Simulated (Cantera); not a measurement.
A Cantera script and its output.

```python
import numpy as np
import cantera as ct

gas = ct.Solution("gri30.yaml")
gas.TPX = 675, 430000, {'CH3OH': 1, 'O2': 2.7, 'N2': 10.3}
flame = ct.FreeFlame(gas, width=0.014)
flame.set_refine_criteria(ratio=3, slope=0.08, curve=0.16)
flame.transport_model = "mixture-averaged"
flame.solve(loglevel=0, auto=True)
z, T = flame.grid, flame.T
thick = (T[-1] - T[0]) / np.gradient(T, z).max()
show = ['CH3OH', 'O2', 'CO', 'C2H6', 'C2H', 'H2']
print(f"laminar burning velocity  {flame.velocity[0] * 100:.3f} cm/s")
print(f"burnt temperature         {T[-1]:.1f} K")
print(f"thermal thickness         {thick * 1e3:.4f} mm")
print(f"grid points               {len(z)}")
z0 = z[flame.heat_release_rate.argmax()]
print(f"{'z/mm':>9s}{'T/K':>9s}{'u/(m/s)':>9s}" + "".join(f"{s:>11s}" for s in show))
rows = []
for k in (-3, -2, -1.5, -1, -0.5, -0.25, 0, 0.25, 0.5, 1, 2, 4, 8):
    zz = z0 + k * thick
    rows.append([k * thick, np.interp(zz, z, T), np.interp(zz, z, flame.velocity),
                 *(np.interp(zz, z, flame.X[gas.species_index(s)]) for s in show)])
    print(f"{rows[-1][0] * 1e3:9.3f}{rows[-1][1]:9.1f}{rows[-1][2]:9.3f}" + "".join(f"{x:11.3e}" for x in rows[-1][3:]))
```

Result:

```
laminar burning velocity  34.773 cm/s
burnt temperature         1923.3 K
thermal thickness         0.1915 mm
grid points               134
     z/mm      T/K  u/(m/s)      CH3OH         O2         CO       C2H6        C2H         H2
   -0.575    676.9    0.349  7.132e-02  1.925e-01  4.205e-05  1.106e-12  1.275e-31  7.093e-04
   -0.383    687.5    0.355  7.086e-02  1.913e-01  2.925e-04  1.148e-11  4.063e-29  1.428e-03
   -0.287    714.0    0.370  6.961e-02  1.887e-01  9.387e-04  4.999e-11  3.641e-27  2.069e-03
   -0.192    809.0    0.422  6.428e-02  1.799e-01  3.380e-03  2.605e-10  5.368e-24  3.000e-03
   -0.096   1097.1    0.582  4.382e-02  1.536e-01  1.144e-02  1.270e-09  1.246e-18  4.208e-03
   -0.048   1361.5    0.731  2.171e-02  1.290e-01  1.940e-02  2.607e-09  9.415e-16  4.793e-03
    0.000   1651.0    0.894  1.651e-03  1.024e-01  2.482e-02  2.541e-09  1.747e-13  3.905e-03
    0.048   1775.5    0.957  1.399e-06  8.982e-02  1.425e-02  3.520e-12  9.742e-14  1.538e-03
    0.096   1836.0    0.986  5.025e-10  8.557e-02  7.288e-03  4.931e-16  1.969e-15  8.759e-04
    0.192   1887.6    1.010  1.799e-13  8.320e-02  2.502e-03  1.195e-21  2.660e-18  4.211e-04
    0.383   1913.9    1.022  4.886e-17  8.250e-02  6.238e-04  4.886e-27  6.536e-21  1.379e-04
    0.766   1922.1    1.026  4.005e-18  8.243e-02  1.457e-04 -5.307e-29  1.136e-22  4.892e-05
    1.532   1923.2    1.027  2.175e-18  8.243e-02  8.190e-05 -2.228e-29  6.135e-24  3.743e-05
```

Detailed kinetics in Cantera: GRI-Mech 3.0 (53 species, 325 reactions). GRI-Mech 3.0 was tuned for natural gas; its chemistry of methanol as a main component is partial and can be far from experiment. Burning velocities carry a grid error of a few per cent, more on coarse grids.
